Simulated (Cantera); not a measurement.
A closed system holds: 1 mol Pb, 0.17 mol CO, 19 mol H2, held at 1098 K and 1000 Pa.

Method: chemical equilibrium by Gibbs-energy minimisation in Cantera with the NASA 1993 tables (ideal gas, pure condensed phases). Candidate condensed phases: C, C6H6, C7H8, C8H18, H2O, Pb, PbO, PbO2, Pb3O4; 113 gas species. Kinetics and transport are ignored.

Base state: H2 0.980, Pb 0.0117, CO 0.00871, CH4 5.27e-5, H2O 5.22e-5 (mole fractions); condensed: Pb(l).

Question: What changes in the equilibrium state with this change: pressure from 1000 Pa to 19000 Pa?

Answer: 
| species | before | after |
|---|---|---|
| H2 | 0.980 | 0.990 |
| CO | 0.00871 | 0.00790 |
| CH4 | 5.27e-5 | 0.000967 |
| Pb | 0.0117 | 0.000615 |
| H2O | 5.22e-5 | 0.000960 |
| Pb(l), mol | 0.773 | 0.988 |

Question: What changes in the equilibrium state with this change: pressure from 1000 Pa to 23000 Pa?

Answer: 
| species | before | after |
|---|---|---|
| H2 | 0.980 | 0.989 |
| CO | 0.00871 | 0.00772 |
| CH4 | 5.27e-5 | 0.00116 |
| Pb | 0.0117 | 0.000508 |
| H2O | 5.22e-5 | 0.00115 |
| Pb(l), mol | 0.773 | 0.990 |
